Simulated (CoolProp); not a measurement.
Properties of benzene along the isobar 24.5 MPa (Tc = 562.0 K, pc = 4.906 MPa, ω = 0.211).

Computed with CoolProp (reference Helmholtz-energy equation of state, Thol 2012).

```
T (K)          phase  density (kg/m³)  cv (kJ/(kg K))  expansivity (1/kK)  conductivity (mW/(m K))  Prandtl number  fugacity coefficient
-----  -------------  ---------------  --------------  ------------------  -----------------------  --------------  --------------------
452.4         liquid            743.4           1.666               1.353                      112            3.56               0.06979
464.3         liquid            731.3           1.698               1.390                      110            3.43               0.08291
476.3         liquid            719.1           1.731               1.431                      107            3.31               0.09749
488.3         liquid            706.6           1.762               1.474                      ___            3.20                0.1134
500.3         liquid            694.1           1.793               1.521                      103            3.10                0.1305
512.2         liquid            681.4           1.823               1.570                      101            3.00                0.1487
524.2         liquid            668.5           1.853               1.624                     98.5            2.91                0.1682
536.2         liquid            655.4           1.882               1.681                     96.5            2.83                0.1888
548.2         liquid            642.0           1.911               1.742                     94.6            2.75                0.2102
560.1         liquid            628.6           1.939               1.806                     92.8            2.67                0.2324
572.1  supercritical            614.9           1.966               1.874                     91.1            2.60                0.2554
584.1  supercritical            601.0           1.993               1.944                     89.6            2.53                0.2791
596.1  supercritical            586.8           2.020               2.017                     88.2            2.45                0.3033
608    supercritical            572.7           2.046                 ___                     87.0             ___                0.3276
620    supercritical            558.3           2.071               2.162                     85.9            2.32                0.3524
```

**Question.** Fill in the missing entries.

**Answer.** 
- 488.3, conductivity (mW/(m K)): 105
- 608, expansivity (1/kK): 2.089
- 608, Prandtl number: 2.39

Viscosity comes from a separate model (Avgeri 2014). Thermal conductivity comes from a separate model (Assael 2012).
